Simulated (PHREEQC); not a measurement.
A solution holds 0.058 mol/kgw CdSO4, 0.003 mol/kgw NaCl and 0.0033 mol/kgw HCl, at 20 °C. Closed to the air; pH follows from the charge balance.

Model: ion-association model, phreeqc.dat, run in PHREEQC.

This is a speciation only: nothing precipitates in the calculation.

Problem. Order these Cd species by the share of Cd that they hold, largest first: Cd+2, CdSO4, CdCl+, Cd(SO4)2-2.

Solution. Cd+2 (47 %), CdSO4 (38 %), Cd(SO4)2-2 (10.0 %), CdCl+ (5.1 %)

The pH is 2.81 and the ionic strength 0.119 mol/kgw.
